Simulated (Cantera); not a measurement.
**Low-pressure radical oxidation in H2/O2**

An isothermal, constant-pressure homogeneous reactor starts with H2 : O2 = 0.098 : 1 (molar parts), equivalence ratio 0.049, at 1175 K and 560 Pa.

Cantera simulation using GRI-Mech 3.0 (53 species, 325 reactions); the numbers are that mechanism's predictions, not measurements. Radical loss at walls, strong at low pressure, is not modelled. The temperature is held fixed by assumption; the heat of reaction is taken as removed at once.

```csv
t (s),x H2,x O2,x H2O,x H2O2,x HO2,x H
5.00e-6,0.0893,0.911,<1e-12,<1e-12,9.67e-11,9.48e-11
2.63e-5,0.0893,0.911,4.75e-12,<1e-12,5.08e-10,4.63e-10
0.000138,0.0893,0.911,4.92e-10,<1e-12,2.67e-9,2.08e-9
0.000725,0.0893,0.911,5.31e-8,1.23e-11,1.41e-8,3.04e-8
0.00381,0.0799,0.904,0.00674,1.65e-8,1.47e-6,0.00304
0.0200,0.00211,0.854,0.0761,5.98e-8,2.37e-6,0.0184
0.105,0.00115,0.881,0.0854,6.93e-8,2.20e-6,0.00676
0.552,0.000129,0.904,0.0924,5.37e-8,1.00e-6,0.000236
2.90,5.91e-6,0.906,0.0933,1.47e-8,1.24e-7,2.34e-6
15.2,4.45e-7,0.907,0.0934,2.81e-9,1.38e-8,4.89e-8
80.0,5.53e-8,0.907,0.0934,5.32e-10,5.06e-9,2.16e-9
```
x: mole fraction; the columns are a selection and need not sum to one.

Equilibrium at this temperature and pressure: H2 9.86e-9, O2 0.907, H2O 0.0934, H2O2 1.27e-10, HO2 7.99e-9, H 1.64e-10 (gas phase only).
